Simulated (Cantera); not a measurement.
Cantera run:

```python
import numpy as np
import cantera as ct

gas_names = """
    CO2 CO TiO O2
""".split()
cond_names = """
    Ti3O5(a) Ti3O5(b) Ti3O5(L) TiO2(ru) TiO2(L) TiC(s) TiC(L)
""".split()


# ... load() reads the species with a 1 bar reference pressure and builds the phases ...
species = {s.name: s for s in load("nasa_gas.yaml", gas_names) + load("nasa_condensed.yaml", cond_names)}
# Each term lists the table entries of one substance; the one whose range holds T is used.
reactions = {
    'CO2(g) + Ti3O5 = CO(g) + 3 TiO2':
        [(-1, ['CO2']), (-1, ['Ti3O5(a)', 'Ti3O5(b)', 'Ti3O5(L)']), (1, ['CO']), (3, ['TiO2(ru)', 'TiO2(L)'])],
    '2 TiO(g) + 2 CO2(g) = 2 TiC + 3 O2(g)':
        [(-2, ['TiO']), (-2, ['CO2']), (2, ['TiC(s)', 'TiC(L)']), (3, ['O2'])],
}


def pick(names, T):
    return next(species[n] for n in names if species[n].thermo.min_temp <= T <= species[n].thermo.max_temp)


results = []
for label, terms in reactions.items():
    print(label)
    print("     T/K   dH/kJ  dS/(J/K)   dG/kJ   log10 K")
    for T in [300, 2198, 2298, 2398, 2498, 2598, 2698]:
        used = [(nu, pick(names, T)) for nu, names in terms]
        dH = sum(nu * s.thermo.h(T) for nu, s in used) / 1e6
        dS = sum(nu * s.thermo.s(T) for nu, s in used) / 1e3
        dG = dH - T * dS / 1e3
        logK = -dG * 1e6 / (ct.gas_constant * T * np.log(10))
        results.append((label, T, dH, dS, dG, logK, [s.name for _, s in used]))
        print(f"{T:8g} {dH:8.1f} {dS:8.1f} {dG:8.1f} {logK:8.2f}")
```

It prints:

```
CO2(g) + Ti3O5 = CO(g) + 3 TiO2
     T/K   dH/kJ  dS/(J/K)   dG/kJ   log10 K
     300    -92.1      5.4    -93.7    16.32
    2198   -108.1    -33.1    -35.4     0.84
    2298   -107.2    -32.7    -32.1     0.73
    2398   -106.4    -32.3    -28.9     0.63
    2498   -105.5    -31.9    -25.7     0.54
    2598   -104.6    -31.6    -22.5     0.45
    2698   -103.7    -31.3    -19.4     0.37
2 TiO(g) + 2 CO2(g) = 2 TiC + 3 O2(g)
     T/K   dH/kJ  dS/(J/K)   dG/kJ   log10 K
     300    310.0   -230.5    379.2   -66.03
    2198    359.9   -182.0    760.0   -18.06
    2298    363.7   -180.3    778.1   -17.69
    2398    367.8   -178.6    796.1   -17.34
    2498    372.0   -176.9    813.8   -17.02
    2598    376.5   -175.1    831.4   -16.72
    2698    381.2   -173.3    848.9   -16.43
```

Standard-state values (1 bar) from the NASA 1993 polynomials, evaluated with Cantera. TiC: taken at fixed stoichiometry. Condensed species are held in their standard states even where they would react or evaporate.
